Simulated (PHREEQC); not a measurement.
1.2 g of hydrous ferric oxide (600 m²/g; 0.2 weak and 0.005 strong sites per Fe, Dzombak-Morel constants, diffuse double layer) in 1 kg of water with 0.3 mol/kgw of an inert sodium salt and 0.00041 mol SrCl2, at 25 °C; the pH is set by adding NaOH or the inert anion's acid. O2 is buffered at 0.21 atm. No CO2 enters from the air. Nothing may precipitate in this run.

The series has 17 steps of pH, from 4 to 12.

Model: ion-association model, wateq4f.dat, run in PHREEQC.

Near which pH is half of the Sr sorbed, and on which side is more sorbed?

Near pH 9.1, with more sorbed at higher pH.
